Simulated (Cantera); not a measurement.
What does this Cantera script print?

```python
import numpy as np
import cantera as ct

gas_names = """
    H H2 N NH NH2 NH3 N2 N2H2 N2H4 Si SiH SiH2 SiH3 SiH4 SiN Si2 Si2N Si3
""".split()
cond_names = """
    Si(cr) Si(L) Si3N4(a)
""".split()


# ... load() reads the species with a 1 bar reference pressure and builds the phases ...
atoms = {
    'trisilylamine': {'Si': 3, 'N': 1, 'H': 9},
    'NH3': {'N': 1, 'H': 3},
    'H2': {'H': 2},
}
top_T = {'Si3N4(a)': 2400}  # K; cautious upper limits of use, not melting points


# ... equilibrate(T, P, feed) seeds the gas with the atoms and calls Mixture.equilibrate('TP', solver="vcs", rtol=1e-11, max_steps=5000) ...
results = []
feed = {'trisilylamine': 1, 'NH3': 2.6, 'H2': 12}  # mol
for P in [5, 26, 140, 710, 3700, 19000, 100000]:
    for T in [1648, 1698, 1748, 1798, 1848, 1898, 1948, 1998, 2048, 2098]:
        mix = equilibrate(T, P, feed)
        results.append((T, P, feed, dict(zip(mix.species_names, mix.species_moles))))

for T, P, feed, n in results:
    print(f"{T:7g} {P:10.4g}  " + (" + ".join(c for c in cond_names if n.get(c, 0) > 1e-12) or "gas only"))
```

Result:

```
   1648          5  Si(cr)
   1698          5  Si(L)
   1748          5  Si(L)
   1798          5  Si(L)
   1848          5  gas only
   1898          5  gas only
   1948          5  gas only
   1998          5  gas only
   2048          5  gas only
   2098          5  gas only
   1648         26  Si(cr)
   1698         26  Si(L)
   1748         26  Si(L)
   1798         26  Si(L)
   1848         26  Si(L)
   1898         26  Si(L)
   1948         26  Si(L)
   1998         26  gas only
   2048         26  gas only
   2098         26  gas only
   1648        140  Si(cr)
   1698        140  Si(L)
   1748        140  Si(L)
   1798        140  Si(L)
   1848        140  Si(L)
   1898        140  Si(L)
   1948        140  Si(L)
   1998        140  Si(L)
   2048        140  Si(L)
   2098        140  Si(L)
   1648        710  Si(cr)
   1698        710  Si(L)
   1748        710  Si(L)
   1798        710  Si(L)
   1848        710  Si(L)
   1898        710  Si(L)
   1948        710  Si(L)
   1998        710  Si(L)
   2048        710  Si(L)
   2098        710  Si(L)
   1648       3700  Si(cr) + Si3N4(a)
   1698       3700  Si(L) + Si3N4(a)
   1748       3700  Si(L)
   1798       3700  Si(L)
   1848       3700  Si(L)
   1898       3700  Si(L)
   1948       3700  Si(L)
   1998       3700  Si(L)
   2048       3700  Si(L)
   2098       3700  Si(L)
   1648    1.9e+04  Si(cr) + Si3N4(a)
   1698    1.9e+04  Si(L) + Si3N4(a)
   1748    1.9e+04  Si(L) + Si3N4(a)
   1798    1.9e+04  Si(L) + Si3N4(a)
   1848    1.9e+04  Si(L)
   1898    1.9e+04  Si(L)
   1948    1.9e+04  Si(L)
   1998    1.9e+04  Si(L)
   2048    1.9e+04  Si(L)
   2098    1.9e+04  Si(L)
   1648      1e+05  Si(cr) + Si3N4(a)
   1698      1e+05  Si(L) + Si3N4(a)
   1748      1e+05  Si(L) + Si3N4(a)
   1798      1e+05  Si(L) + Si3N4(a)
   1848      1e+05  Si(L) + Si3N4(a)
   1898      1e+05  Si(L) + Si3N4(a)
   1948      1e+05  Si(L)
   1998      1e+05  Si(L)
   2048      1e+05  Si(L)
   2098      1e+05  Si(L)
```

Cantera equilibrium calculation (NASA polynomials, part measured and part estimated; ideal gas, pure solids and liquids). The feed counts by its element totals alone. Mutual solubility and eutectic melting of coexisting phases are not modelled.
